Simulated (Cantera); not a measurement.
# Ignition delay

Mixture: CH4 : O2 : N2 = 1 : 1.82 : 6.84 (molar parts), at 1.97 atm, adiabatic and at constant pressure. Ignition delay is the time to a rise of 400 K.

Cantera simulation using GRI-Mech 3.0 (53 species, 325 reactions); the numbers are that mechanism's predictions, not measurements.

```json
[
 {"T0 (K)": "1198", "delay (ms)": "26.7"},
 {"T0 (K)": "1298", "delay (ms)": "7.18"},
 {"T0 (K)": "1398", "delay (ms)": "2.17"},
 {"T0 (K)": "1498", "delay (ms)": "0.736"},
 {"T0 (K)": "1598", "delay (ms)": "0.283"},
 {"T0 (K)": "1698", "delay (ms)": "0.124"}
]
```

```
Item                                                     Value
--------------------------------------------------  ----------
apparent activation energy between 1498 and 1698 K  190 kJ/mol
```
